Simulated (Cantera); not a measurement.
An adiabatic, constant-pressure homogeneous reactor starts with CH4 : CO : O2 : N2 = 1 : 0.1 : 2.41 : 26.5 (molar parts), equivalence ratio 0.85, at 1798 K and 770000 Pa. Integrator tolerance rtol = 1e-08.

Detailed kinetics in Cantera: GRI-Mech 3.0 (53 species, 325 reactions).

Question: What does this change do: initial temperature 1798 to 1100 K?

Answer: 
```json
[
 {"quantity": "time of steepest temperature rise", "before": "42.7 µs", "after": "69.1 ms"},
 {"quantity": "temperature at 2.00 s", "before": "2466 K", "after": "1860 K"},
 {"quantity": "equilibrium temperature", "before": "2466 K", "after": "1857 K"},
 {"quantity": "x(CH4) at 2.00 s", "before": "<1e-12 (gas-phase equilibrium <1e-12)", "after": "<1e-12 (gas-phase equilibrium <1e-12)"},
 {"quantity": "x(CO) at 2.00 s", "before": "0.00354 (gas-phase equilibrium 0.00354)", "after": "4.57e-5 (gas-phase equilibrium 4.56e-5)"},
 {"quantity": "x(O2) at 2.00 s", "before": "0.0108 (gas-phase equilibrium 0.0108)", "after": "0.0119 (gas-phase equilibrium 0.0114)"},
 {"quantity": "x(NO) at 2.00 s", "before": "0.00520 (gas-phase equilibrium 0.00520)", "after": "0.000241 (gas-phase equilibrium 0.00124)"},
 {"quantity": "x(CH2) at 2.00 s", "before": "<1e-12 (gas-phase equilibrium <1e-12)", "after": "<1e-12 (gas-phase equilibrium <1e-12)"},
 {"quantity": "x(HO2) at 2.00 s", "before": "1.88e-6 (gas-phase equilibrium 1.88e-6)", "after": "2.43e-7 (gas-phase equilibrium 2.33e-7)"},
 {"quantity": "x(CH2CO) at 2.00 s", "before": "<1e-12 (gas-phase equilibrium <1e-12)", "after": "<1e-12 (gas-phase equilibrium <1e-12)"}
]
```

Question: What does this change do: constant volume in place of constant pressure?

Answer: 
| quantity | before | after |
|---|---|---|
| time of steepest temperature rise | 42.7 µs | 40.7 µs |
| temperature at 2.00 s | 2466 K | 2610 K |
| equilibrium temperature | 2466 K | 2610 K |
| x(CH4) at 2.00 s | <1e-12 (gas-phase equilibrium <1e-12) | <1e-12 (gas-phase equilibrium <1e-12) |
| x(CO) at 2.00 s | 0.00354 (gas-phase equilibrium 0.00354) | 0.00567 (gas-phase equilibrium 0.00567) |
| x(O2) at 2.00 s | 0.0108 (gas-phase equilibrium 0.0108) | 0.0110 (gas-phase equilibrium 0.0110) |
| x(NO) at 2.00 s | 0.00520 (gas-phase equilibrium 0.00520) | 0.00670 (gas-phase equilibrium 0.00670) |
| x(CH2) at 2.00 s | <1e-12 (gas-phase equilibrium <1e-12) | <1e-12 (gas-phase equilibrium <1e-12) |
| x(HO2) at 2.00 s | 1.88e-6 (gas-phase equilibrium 1.88e-6) | 2.97e-6 (gas-phase equilibrium 2.97e-6) |
| x(CH2CO) at 2.00 s | <1e-12 (gas-phase equilibrium <1e-12) | <1e-12 (gas-phase equilibrium <1e-12) |
